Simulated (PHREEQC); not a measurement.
NH3 is added in steps, without added water, to 1 kg of water holding 0.051 mol HF, 0.009 mol KF and 1e-05 mol H4SiO4, at 20 °C. Oxygen is held at 0.21 atm. The system is closed to CO2. Solids allowed: Chalcedony. Others were left out.

Base run: PHREEQC, ion-association model, wateq4f.dat. Each further column changes one thing. The table gives H4SiO4 (mol/kgw).

```tsv
NH3 added (mol)	base	all activity coefficients set to 1	metal-ligand complexes left out	database phreeqc.dat	Davies equation for every ion
0	5.18e-14	6.74e-14	5.18e-14	2.30e-14	…
0.009375	3.46e-14	…	3.46e-14	1.81e-14	3.38e-14
0.01562	3.58e-14	4.80e-14	3.58e-14	2.06e-14	…
0.025	5.84e-14	…	5.84e-14	3.85e-14	5.65e-14
0.03438	1.92e-13	2.74e-13	1.92e-13	1.46e-13	1.85e-13
0.04063	9.01e-13	1.31e-12	9.01e-13	7.56e-13	8.64e-13
0.05	7.59e-9	1.14e-8	7.59e-9	7.40e-9	7.25e-9
0.05937	9.27e-6	9.41e-6	9.27e-6	9.24e-6	9.28e-6
0.06563	8.79e-6	9.01e-6	8.79e-6	8.74e-6	8.80e-6
0.075	8.16e-6	…	8.16e-6	8.09e-6	8.17e-6
```

Problem. What belongs in the gaps?

Solution. 
- 0, Davies equation for every ion: 5.08e-14
- 0.009375, all activity coefficients set to 1: 4.56e-14
- 0.01562, Davies equation for every ion: 3.49e-14
- 0.025, all activity coefficients set to 1: 8.08e-14
- 0.075, all activity coefficients set to 1: 8.48e-6

wateq4f.dat counts part of the HF as a dimer, H2F2, which phreeqc.dat doesn't know; its constant is uncertain. SiF6-2 is the database's only silicon fluoride. phreeqc.dat and wateq4f.dat share most of their constants, so their agreement is no independent check. Solids allowed in the column 'database phreeqc.dat': SiO2(a).
